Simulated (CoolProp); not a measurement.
Vapour-liquid equilibrium of ethanol (1) + n-decane (2) at 477 K; x and y are mole fractions of (1).

The numbers come from the multi-fluid Helmholtz-energy mixture model, Schroeder 2014 and Lemmon 2006; pair parameters Bell 2016 in CoolProp.

Q: Give the bubble pressure and the first vapour's composition at x = 0.275, 0.5, 0.65. Is there an azeotrope?

A: x = 0.275: 1482 kPa, y = 0.837; x = 0.5: 1953 kPa, y = 0.878; x = 0.65: 2247 kPa, y = 0.903. No azeotrope shows between x = 0.05 and 0.95.

The pair parameters rest on a limited set of measurements; away from them the model extrapolates. The gap from Raoult's law changes sign with composition, which may be real or a fault of the pair parameters; it wasn't checked against measurements. With so large a gap from Raoult's law the liquid may split in two, which this calculation doesn't test in full.
